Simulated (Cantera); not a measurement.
Mixture: CH₄ : CO : O₂ : N₂ = 1 : 0.79 : 1.84 : 6.93 (molar parts), at 4.20 bar, adiabatic and at constant volume. Ignition delay is the time to a rise of 400 K.

Computed with Cantera and GRI-Mech 3.0 (53 species, 325 reactions).

Problem. What does this change do: pressure from 4.20 bar to 4.60 bar?

Solution. 
```json
[
 {"quantity": "delay at 1225 K", "before": "14.8 ms", "after": "13.6 ms"},
 {"quantity": "delay at 1325 K", "before": "3.72 ms", "after": "3.45 ms"},
 {"quantity": "delay at 1425 K", "before": "1.07 ms", "after": "1.00 ms"},
 {"quantity": "delay at 1525 K", "before": "0.352 ms", "after": "0.329 ms"},
 {"quantity": "delay at 1625 K", "before": "0.132 ms", "after": "0.123 ms"},
 {"quantity": "apparent activation energy between 1525 and 1625 K", "before": "200 kJ/mol", "after": "200 kJ/mol"}
]
```

Problem. What does this change do: N2 6.93 to 5 parts?

Solution. 
| quantity | before | after |
|---|---|---|
| delay at 1225 K | 14.8 ms | 11.4 ms |
| delay at 1325 K | 3.72 ms | 2.87 ms |
| delay at 1425 K | 1.07 ms | 0.836 ms |
| delay at 1525 K | 0.352 ms | 0.278 ms |
| delay at 1625 K | 0.132 ms | 0.106 ms |
| apparent activation energy between 1525 and 1625 K | 200 kJ/mol | 200 kJ/mol |
